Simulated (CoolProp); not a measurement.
Vapour pressure (bar) of n-dodecane: the reference equation beside estimates from Tc = 658.1 K, pc = 18.18 bar, ω = 0.574.

Values from CoolProp's reference Helmholtz-energy equation of state, Lemmon 2004. It is a short technical equation, of lower accuracy than the large ones.

```json
[
 {"T (K)": "323.9", "reference": "0.001239", "van der Waals": "0.4536", "Redlich-Kwong": "0.03289", "Peng-Robinson": "0.001470"},
 {"T (K)": "331", "reference": "0.001979", "van der Waals": "0.5256", "Redlich-Kwong": "0.04453", "Peng-Robinson": "0.002303"},
 {"T (K)": "338.1", "reference": "0.003084", "van der Waals": "0.6056", "Redlich-Kwong": "0.05933", "Peng-Robinson": "0.003529"},
 {"T (K)": "345.2", "reference": "0.004698", "van der Waals": "0.6938", "Redlich-Kwong": "0.07787", "Peng-Robinson": "0.005293"},
 {"T (K)": "352.3", "reference": "0.007004", "van der Waals": "0.7908", "Redlich-Kwong": "0.1008", "Peng-Robinson": "0.007785"},
 {"T (K)": "359.5", "reference": "0.01029", "van der Waals": "0.8985", "Redlich-Kwong": "0.1292", "Peng-Robinson": "0.01130"},
 {"T (K)": "366.6", "reference": "0.01476", "van der Waals": "1.014", "Redlich-Kwong": "…", "Peng-Robinson": "0.01603"},
 {"T (K)": "373.7", "reference": "0.02080", "van der Waals": "1.140", "Redlich-Kwong": "0.2037", "Peng-Robinson": "0.02238"},
 {"T (K)": "380.8", "reference": "0.02885", "van der Waals": "1.277", "Redlich-Kwong": "0.2517", "Peng-Robinson": "0.03078"},
 {"T (K)": "387.9", "reference": "0.03940", "van der Waals": "1.424", "Redlich-Kwong": "0.3080", "Peng-Robinson": "…"},
 {"T (K)": "395.1", "reference": "0.05327", "van der Waals": "1.584", "Redlich-Kwong": "0.3746", "Peng-Robinson": "…"},
 {"T (K)": "402.2", "reference": "0.07076", "van der Waals": "1.755", "Redlich-Kwong": "0.4504", "Peng-Robinson": "…"},
 {"T (K)": "409.3", "reference": "…", "van der Waals": "1.937", "Redlich-Kwong": "0.5374", "Peng-Robinson": "0.09658"}
]
```

Task: Some entries are withheld; supply them.

Result: 
- 366.6, Redlich-Kwong: 0.1631
- 387.9, Peng-Robinson: 0.04173
- 395.1, Peng-Robinson: 0.05604
- 402.2, Peng-Robinson: 0.07401
- 409.3, reference: 0.09282

Absolute difference from the reference over all 13 rows, mean and median: van der Waals 11094.5 and 6769.9 %, Redlich-Kwong 1195.2 and 1005.0 %, Peng-Robinson 9.7 and 8.6 %.
